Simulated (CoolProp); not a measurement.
A closed Brayton cycle with carbon dioxide: compressor inlet 316.15 K and 8.5 MPa, high pressure 21 MPa, turbine inlet 690 K, compressor efficiency 0.85, turbine efficiency 0.9, recuperator effectiveness 0.8 (on enthalpy, no pinch check). Each further row changes one setting.

Values from CoolProp's reference Helmholtz-energy equation of state, Span 1996.

| case | thermal efficiency (%) | net work (kJ/kg) | compressor to turbine work | compressor exit (K) | turbine exit (K) |
|---|---|---|---|---|---|
| as stated | 25.5 | 60.2 | 0.38 | 379.7 | 592.0 |
| turbine inlet 640 K | 23.7 | 51.4 | 0.42 | 379.7 | 545.7 |
| compressor inlet 326.15 K | 24.1 | 51.5 | 0.47 | 401.1 | 592.0 |
| high pressure 17.8 MPa | 23.7 | 51.8 | 0.36 | 367.9 | 609.6 |
| recuperator effectiveness 0.5 | 19.4 | 60.2 | 0.38 | 379.7 | 592.0 |
